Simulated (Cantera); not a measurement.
What does this Cantera script print?

```python
import numpy as np
import cantera as ct

gas_names = """
    N N2 Zr ZrN
""".split()
cond_names = """
    Zr(a) Zr(b) Zr(L) ZrN(s) ZrN(L)
""".split()


# ... load() reads the species with a 1 bar reference pressure and builds the phases ...
atoms = {
    'Zr': {'Zr': 1},
    'N2': {'N': 2},
}
top_T = {}  # K; cautious upper limits of use, not melting points


# ... equilibrate(T, P, feed) seeds the gas with the atoms and calls Mixture.equilibrate('TP', solver="vcs", rtol=1e-11, max_steps=5000) ...
results = []
feed = {'Zr': 1, 'N2': 13}  # mol
T = 2575  # K
for P in [0.1, 1.5, 22, 320, 4600, 68000, 1000000]:
    mix = equilibrate(T, P, feed)
    results.append((T, P, feed, dict(zip(mix.species_names, mix.species_moles))))

top = {s: max(r[3][s] / sum(r[3][g] for g in gas_names) for r in results) for s in gas_names}
cols = sorted((s for s in top if top[s] > 0.0001), key=lambda s: -top[s])[:6]
seen = [c for c in cond_names if any(r[3].get(c, 0) > 1e-12 for r in results)]
print("log10 of partial pressures in bar; condensed amounts in mol")
print(f"{'P/Pa':>10s}" + "".join(f"{s[:9]:>10s}" for s in cols + seen))
for T, P, feed, n in results:
    ng = sum(n[g] for g in gas_names)
    print(f"{P:10.4g}" + "".join(f"{np.log10(max(n[s] / ng * P / 1e5, 1e-99)):10.3f}" for s in cols)
          + "".join(f"{n.get(c, 0):10.4g}" for c in seen))
```

Result:

```
log10 of partial pressures in bar; condensed amounts in mol
      P/Pa        N2        Zr         N    ZrN(s)
       0.1    -6.032    -7.146    -9.257         0
       1.5    -4.856    -5.970    -8.669         0
        22    -3.660    -5.964    -8.071    0.9379
       320    -2.495    -6.547    -7.489    0.9989
      4600    -1.337    -7.126    -6.910         1
   6.8e+04    -0.167    -7.711    -6.325         1
     1e+06     1.000    -8.294    -5.741         1
```

Method: chemical equilibrium by Gibbs-energy minimisation in Cantera with the NASA 1993 tables (ideal gas, pure condensed phases). ZrN: taken at fixed stoichiometry.
